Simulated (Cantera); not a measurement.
Input: 1 mol Si, 0.78 mol Cl2, a varied amount of H2, at 0.100 bar.

Points: T (K) = 573, 673, 773, 873, 973, 1073, 1173, 1273, 1373, 1473, 1573, 1673, 1773; n(H2) (mol) = 1.2, 1.7, 2.2, 2.7, 3.2, 3.7, 4.3, 4.8, 5.3.

Cantera's Mixture.equilibrate('TP', solver="vcs", rtol=1e-11, max_steps=5000) on the NASA tables stopped like this:

```
ERROR: FAILURE its = 5001!

*******************************************************************************
CanteraError thrown by MultiPhase::equilibrate:
VCS solver failed. Return code: -1
*******************************************************************************
```

Question: What got this run through?

Answer: One answer among several that fit: The failure is numerical, not chemical. The same input converged with solver="gibbs", rtol=1e-10, max_steps=50000, and the result passed a check of the equilibrium conditions:
```
    573        1.2  Si(cr)
    573        1.7  Si(cr)
    573        2.2  Si(cr)
    573        2.7  Si(cr)
    573        3.2  Si(cr)
    573        3.7  Si(cr)
    573        4.3  Si(cr)
    573        4.8  Si(cr)
    573        5.3  Si(cr)
    673        1.2  Si(cr)
    673        1.7  Si(cr)
    673        2.2  Si(cr)
    673        2.7  Si(cr)
    673        3.2  Si(cr)
    673        3.7  Si(cr)
    673        4.3  Si(cr)
    673        4.8  Si(cr)
    673        5.3  Si(cr)
    773        1.2  Si(cr)
    773        1.7  Si(cr)
    773        2.2  Si(cr)
    773        2.7  Si(cr)
    773        3.2  Si(cr)
    773        3.7  Si(cr)
    773        4.3  Si(cr)
    773        4.8  Si(cr)
    773        5.3  Si(cr)
    873        1.2  Si(cr)
    873        1.7  Si(cr)
    873        2.2  Si(cr)
    873        2.7  Si(cr)
    873        3.2  Si(cr)
    873        3.7  Si(cr)
    873        4.3  Si(cr)
    873        4.8  Si(cr)
    873        5.3  Si(cr)
    973        1.2  Si(cr)
    973        1.7  Si(cr)
    973        2.2  Si(cr)
    973        2.7  Si(cr)
    973        3.2  Si(cr)
    973        3.7  Si(cr)
    973        4.3  Si(cr)
    973        4.8  Si(cr)
    973        5.3  Si(cr)
   1073        1.2  Si(cr)
   1073        1.7  Si(cr)
   1073        2.2  Si(cr)
   1073        2.7  Si(cr)
   1073        3.2  Si(cr)
   1073        3.7  Si(cr)
   1073        4.3  Si(cr)
   1073        4.8  Si(cr)
   1073        5.3  Si(cr)
   1173        1.2  Si(cr)
   1173        1.7  Si(cr)
   1173        2.2  Si(cr)
   1173        2.7  Si(cr)
   1173        3.2  Si(cr)
   1173        3.7  Si(cr)
   1173        4.3  Si(cr)
   1173        4.8  Si(cr)
   1173        5.3  Si(cr)
   1273        1.2  Si(cr)
   1273        1.7  Si(cr)
   1273        2.2  Si(cr)
   1273        2.7  Si(cr)
   1273        3.2  Si(cr)
   1273        3.7  Si(cr)
   1273        4.3  Si(cr)
   1273        4.8  Si(cr)
   1273        5.3  Si(cr)
   1373        1.2  Si(cr)
   1373        1.7  Si(cr)
   1373        2.2  Si(cr)
   1373        2.7  Si(cr)
   1373        3.2  Si(cr)
   1373        3.7  Si(cr)
   1373        4.3  Si(cr)
   1373        4.8  Si(cr)
   1373        5.3  Si(cr)
   1473        1.2  Si(cr)
   1473        1.7  Si(cr)
   1473        2.2  Si(cr)
   1473        2.7  Si(cr)
   1473        3.2  Si(cr)
   1473        3.7  Si(cr)
   1473        4.3  Si(cr)
   1473        4.8  Si(cr)
   1473        5.3  Si(cr)
   1573        1.2  Si(cr)
   1573        1.7  Si(cr)
   1573        2.2  Si(cr)
   1573        2.7  Si(cr)
   1573        3.2  Si(cr)
   1573        3.7  Si(cr)
   1573        4.3  Si(cr)
   1573        4.8  Si(cr)
   1573        5.3  Si(cr)
   1673        1.2  Si(cr)
   1673        1.7  Si(cr)
   1673        2.2  Si(cr)
   1673        2.7  Si(cr)
   1673        3.2  Si(cr)
   1673        3.7  Si(cr)
   1673        4.3  Si(cr)
   1673        4.8  Si(cr)
   1673        5.3  Si(cr)
   1773        1.2  Si(L)
   1773        1.7  Si(L)
   1773        2.2  Si(L)
   1773        2.7  Si(L)
   1773        3.2  Si(L)
   1773        3.7  Si(L)
   1773        4.3  Si(L)
   1773        4.8  Si(L)
   1773        5.3  Si(L)
```

The gas is ideal and each condensed phase is pure. The tables' values for SiCl3 are old estimates.
